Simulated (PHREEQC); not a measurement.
A solution holds 23 mmol/kgw Cu(BF4)2, 37 mmol/kgw Cu(NO3)2 and 2.5 mmol/kgw H3PO4, at 20 °C. Closed to the air; pH follows from the charge balance.

Model: ion-association model, wateq4f.dat, run in PHREEQC.

| quantity | before | after |
|---|---|---|
| pH | 2.55 | 2.85 |
| CuOH+ (mol/kgw) | 9.86e-8 | 5.22e-8 |
| Cu2(OH)2+2 (mol/kgw) | 4.24e-9 | 1.01e-9 |
| Cu(OH)2 (mol/kgw) | 5.11e-11 | 6.42e-11 |
| SI of Tenorite (CuO) | -4.40 | -4.32 |
| SI of Cu(OH)2 (Cu(OH)2) | -5.42 | -5.34 |

**Question.** Name the change that produced these shifts.
(A) diluted 10-fold with water
(B) temperature from 20 to 90 °C
(C) diluted 5-fold with water
(D) H3PO4 from 0.0025 to 0.00125 mol/kgw
(E) H3PO4 left out

**Answer.** C, diluted 5-fold with water

This is a speciation only: nothing precipitates in the calculation. H3PO4, which wateq4f.dat lacks, is added to it with the constant of phreeqc.dat. Real BF4- forms and hydrolyses slowly; the run takes it at equilibrium. The database has no phosphate complexes of Cu.
